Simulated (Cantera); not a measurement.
**Catalytic stagnation flow on Pt**

A jet of H₂ : O₂ : N₂ = 0.036 : 0.065 : 0.79 (molar parts), equivalence ratio 0.28 at 300 K and 90.0 Torr hits a platinum plate 5.8 cm away at a mass flux of 0.022 kg/m²/s; the plate temperature is set and raised in steps from an oxygen-covered start.

Model: Deutschmann's 1995 Pt surface mechanism with GRI-Mech 3.0 gas chemistry, integrated in Cantera. Catalytic surfaces can have several steady states; this one follows from the mechanism file's or the stated starting coverage.

| plate T (K) | wall x H₂ | wall x O₂ | wall x H₂O | wall x OH | θ free Pt | θ O* | θ OH* |
|---|---|---|---|---|---|---|---|
| 500 | 0.00138 | 0.0312 | 0.0764 | <1e-8 | 0.0649 | 0.905 | 0.0298 |
| 550 | 0.00138 | 0.0313 | 0.0757 | <1e-8 | 0.0686 | 0.914 | 0.0171 |
| 600 | 0.00138 | 0.0315 | 0.0752 | <1e-8 | 0.0721 | 0.917 | 0.0106 |
| 650 | 0.00138 | 0.0316 | 0.0747 | <1e-8 | 0.0759 | 0.917 | 0.00709 |
| 700 | 0.00132 | 0.0316 | 0.0744 | <1e-8 | 0.0823 | 0.913 | 0.00508 |
| 750 | 0.00114 | 0.0315 | 0.0743 | <1e-8 | 0.0997 | 0.896 | 0.00402 |
| 800 | 0.000870 | 0.0313 | 0.0745 | <1e-8 | 0.137 | 0.860 | 0.00347 |
x: mole fraction at the wall; θ: surface coverage.
